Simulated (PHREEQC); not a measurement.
Consider water at 25 °C with 59 mmol/kgw H3BO3, 75 mmol/kgw Na2SO4 and 53 mmol/kgw LiCl. Closed to the air; pH follows from the charge balance.

The numbers come from PHREEQC with the ion-association model, phreeqc.dat.

Precipitation was switched off in this run.

**Question.** Predict the pH, density.

**Answer.** pH 5.42; density 1.009 g/cm³.

**Question.** In which forms is Li present?

**Answer.** Li+ 93 %, LiSO4- 6.8 % of the Li.

Species that the database lacks are ignored.
